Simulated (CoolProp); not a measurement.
R404A along the isotherm 32.05 °C: density (kg/m³) from the reference equation and from simpler models built on Tc = 72.1 °C, pc = 3.735 MPa, ω = 0.293; each cubic takes its own stable root.

The numbers come from the reference Helmholtz-energy equation of state, Lemmon 2003 in CoolProp. It is a pseudo-pure fit of the blend.

```json
[
 {"p (MPa)": "0.0591", "phase": "gas", "reference": "2.294"},
 {"p (MPa)": "0.0867", "phase": "gas", "reference": "3.379"},
 {"p (MPa)": "0.127", "phase": "gas", "reference": "4.981"},
 {"p (MPa)": "0.187", "phase": "gas", "reference": "7.405"},
 {"p (MPa)": "0.274", "phase": "gas", "reference": "11.01"},
 {"p (MPa)": "0.402", "phase": "gas", "reference": "16.51"},
 {"p (MPa)": "0.591", "phase": "gas", "reference": "25.13"},
 {"p (MPa)": "0.867", "phase": "gas", "reference": "39.03"},
 {"p (MPa)": "2.74", "phase": "liquid", "reference": "1026"},
 {"p (MPa)": "4.02", "phase": "liquid", "reference": "1041"},
 {"p (MPa)": "5.91", "phase": "liquid", "reference": "1059"},
 {"p (MPa)": "8.67", "phase": "liquid", "reference": "1082"},
 {"p (MPa)": "12.7", "phase": "liquid", "reference": "1109"},
 {"p (MPa)": "18.7", "phase": "liquid", "reference": "1141"}
]
```

Problem. How far does each simpler model (van der Waals, Redlich-Kwong, Soave-Redlich-Kwong, Peng-Robinson) lie from the reference over these 14 states: mean and median of the absolute difference, and the worst?

Solution. 
- van der Waals: mean 17.2 %, median 4.0 %, worst -42.0 % at 32.05 °C and 2.74 MPa
- Redlich-Kwong: mean 7.6 %, median 2.0 %, worst -20.7 % at 32.05 °C and 2.74 MPa
- Soave-Redlich-Kwong: mean 6.2 %, median 1.3 %, worst -16.1 % at 32.05 °C and 2.74 MPa
- Peng-Robinson: mean 1.3 %, median 0.3 %, worst -5.1 % at 32.05 °C and 2.74 MPa
